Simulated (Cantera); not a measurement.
An adiabatic, constant-pressure homogeneous reactor starts with 7.90 % CH₄, 4.11 % H₂, 17.9 % O₂, 67.1 % N₂, 3.00 % CO₂, equivalence ratio 1.0, at 975 K and 1.60 bar.

Cantera simulation using GRI-Mech 3.0 (53 species, 325 reactions); the numbers are that mechanism's predictions, not measurements. Below about 1000 K GRI-Mech 3.0 lacks low-temperature oxidation paths.

One state of this run: T (K) = 2523; x CH₄ = <1e-12; x H₂ = 0.00861; x O₂ = 0.0128; x CO = 0.0246; x OH = 0.00933; x CH₂O = 1.36e-10. x: mole fraction; the columns are a selection and need not sum to one.

Q: Which value of t (s) does it belong to?
A) 0.00200
B) 0.000502
C) 0.0317
D) 2.00e-6

A: C, 0.0317
